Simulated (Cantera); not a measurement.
A closed system holds: 1 mol MgO, 0.36 mol Br₂, 0.14 mol N₂, held at 1550 K.

Equilibrium computed with Cantera from the NASA thermochemical tables; the gas is ideal and each condensed phase is pure. Candidate condensed phases: Br₂, Mg, MgBr₂, MgO; 17 gas species. Equilibrium is a limit: real reactors are often held back by kinetics, nucleation or transport.

x: gas mole fraction; n: condensed amount in mol.

| P (Pa) | x Br | x Br₂ | x N₂ | x MgBr₂ | x O₂ | x NO | x O | n MgO(s) |
|---|---|---|---|---|---|---|---|---|
| 1000 | 0.766 | 0.0392 | 0.170 | 0.0164 | 0.00812 | ? | 7.05e-6 | 0.987 |
| 2700 | 0.702 | 0.0889 | 0.179 | 0.0203 | 0.0101 | ? | 4.78e-6 | 0.984 |
| 7200 | 0.600 | 0.173 | 0.193 | 0.0229 | 0.0113 | 0.000178 | 3.11e-6 | 0.983 |
| 19000 | 0.472 | 0.283 | 0.211 | 0.0229 | 0.0114 | 0.000187 | 1.92e-6 | 0.985 |
| 52000 | 0.339 | 0.400 | 0.230 | 0.0207 | 0.0102 | 0.000185 | 1.10e-6 | 0.987 |
| 140000 | 0.231 | 0.498 | 0.245 | 0.0172 | 0.00852 | 0.000174 | 6.10e-7 | 0.990 |
| 370000 | 0.152 | 0.571 | 0.257 | 0.0136 | 0.00674 | ? | 3.34e-7 | 0.993 |
| 1000000 | 0.0965 | 0.623 | 0.265 | 0.0104 | 0.00512 | ? | 1.77e-7 | 0.995 |

Task: Some entries are withheld; supply them.

Result: 
- 1000, x NO: 0.000142
- 2700, x NO: 0.000162
- 370000, x NO: 0.000159
- 1000000, x NO: 0.000140
